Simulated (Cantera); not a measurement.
Feed: 1 mol FeS2, 0.2 mol SO3, 0.15 mol H2O, held at 1200 °C and 1000 Pa.

These are equilibrium values from Cantera (NASA tables, ideal gas, pure condensed phases), not measurements of a reactor. FeS: taken at fixed stoichiometry. The numbers say what is thermodynamically allowed, not how fast it happens.

```json
[
 {"species": "S2", "before": "0.477", "after": "0.477"},
 {"species": "SO2", "before": "0.340", "after": "0.340"},
 {"species": "H2O", "before": "0.133", "after": "0.138"},
 {"species": "H2", "before": "0.0250", "after": "0.0136"},
 {"species": "H2S", "before": "0.00717", "after": "0.0143"},
 {"species": "SO", "before": "0.0110", "after": "0.00577"},
 {"species": "S2O", "before": "0.00532", "after": "0.0102"},
 {"species": "H", "before": "2.00e-5", "after": "4.05e-6"},
 {"species": "S", "before": "0.000205", "after": "5.60e-5"},
 {"species": "SH", "before": "0.00159", "after": "0.00117"},
 {"species": "FeS(l), mol", "before": "1.000", "after": "1.000"}
]
```
Gas species are given as mole fractions.

**Question.** Name the change that produced these shifts.
(A) SO3 from 0.2 to 1.2 mol
(B) pressure from 1000 Pa to 13300 Pa
(C) temperature from 1200 °C to 1325 °C
(D) H2O from 0.15 to 1.2 mol

**Answer.** B, pressure from 1000 Pa to 13300 Pa
